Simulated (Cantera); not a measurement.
## Equilibrium for sublimation and decomposition of ceramics: Si₃N₄ + Si + H₂

Input: 1 mol Si₃N₄, 0.4 mol Si, 0.22 mol H₂, equilibrated at 0.0188 Torr.

Equilibrium computed with Cantera from the NASA thermochemical tables; the gas is ideal and each condensed phase is pure. Candidate condensed phases: Si, Si₃N₄; 31 gas species. Ions and electrons are included (thermal ionisation). The tables' values for SiN are old estimates; treat these amounts as uncertain. The numbers say what is thermodynamically allowed, not how fast it happens.

```
T (K)   x Si      x N     x N₂      x e-     x Si+     x H
-----  -----  -------  -------  --------  --------  ------
3000   0.581  0.00163    0.341  0.000313  0.000313  0.0752
3500   0.569   0.0252    0.324   0.00355   0.00355  0.0741
4000   0.500    0.168    0.223    0.0211    0.0211  0.0674
4500   0.347    0.399   0.0491    0.0753    0.0753  0.0546
5000   0.182    0.414  0.00390     0.177     0.177  0.0464
```
x: gas mole fraction; nothing condenses.

From 3000 K to 5000 K nothing is condensed. The main Si-bearing gas is Si throughout.
